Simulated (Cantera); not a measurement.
A perfectly stirred reactor is fed with 85.5 % NH₃, 14.5 % H₂, at 750 Torr; it is held at 2225 K, and followed from long to short residence time.

Cantera simulation using the gas-phase N/H chemistry of the illustrative SiF4/NH3 mechanism in the Surface Chemkin manual (1991); the numbers are that mechanism's predictions, not measurements. Walls and surfaces, which speed up NH3 decomposition in real reactors, are not modelled.

x: mole fraction; the columns are a selection and need not sum to one.

```json
[
 {"τ (s)": "9.1", "x NH₃": "0.000764", "x H₂": "0.764", "x H": "0.00560", "x N₂": "0.230", "x NH₂": "1.74e-5", "x N₂H₄": "2.73e-11"},
 {"τ (s)": "3.1", "x NH₃": "0.00138", "x H₂": "0.764", "x H": "0.00543", "x N₂": "0.229", "x NH₂": "3.05e-5", "x N₂H₄": "8.38e-11"},
 {"τ (s)": "1.0", "x NH₃": "0.00285", "x H₂": "0.763", "x H": "0.00494", "x N₂": "0.229", "x NH₂": "5.73e-5", "x N₂H₄": "2.95e-10"},
 {"τ (s)": "0.35", "x NH₃": "___", "x H₂": "0.761", "x H": "___", "x N₂": "0.228", "x NH₂": "___", "x N₂H₄": "___"},
 {"τ (s)": "0.12", "x NH₃": "0.0200", "x H₂": "0.752", "x H": "0.00281", "x N₂": "0.225", "x NH₂": "0.000232", "x N₂H₄": "4.87e-9"},
 {"τ (s)": "0.039", "x NH₃": "0.0604", "x H₂": "0.723", "x H": "0.00188", "x N₂": "0.214", "x NH₂": "0.000489", "x N₂H₄": "2.15e-8"},
 {"τ (s)": "0.013", "x NH₃": "___", "x H₂": "___", "x H": "___", "x N₂": "___", "x NH₂": "___", "x N₂H₄": "___"},
 {"τ (s)": "0.0044", "x NH₃": "0.340", "x H₂": "0.519", "x H": "0.000781", "x N₂": "0.138", "x NH₂": "0.00158", "x N₂H₄": "2.26e-7"},
 {"τ (s)": "0.0015", "x NH₃": "0.562", "x H₂": "0.357", "x H": "0.000464", "x N₂": "0.0778", "x NH₂": "0.00225", "x N₂H₄": "4.59e-7"},
 {"τ (s)": "0.00050", "x NH₃": "0.729", "x H₂": "0.235", "x H": "0.000288", "x N₂": "0.0328", "x NH₂": "0.00273", "x N₂H₄": "6.72e-7"}
]
```

Question: Complete the blanks.

Answer: 
- 0.35, x NH₃: 0.00682
- 0.35, x H: 0.00399
- 0.35, x NH₂: 0.000111
- 0.35, x N₂H₄: 1.11e-9
- 0.013, x NH₃: 0.158
- 0.013, x H₂: 0.652
- 0.013, x H: 0.00125
- 0.013, x N₂: 0.187
- 0.013, x NH₂: 0.000938
- 0.013, x N₂H₄: 7.94e-8
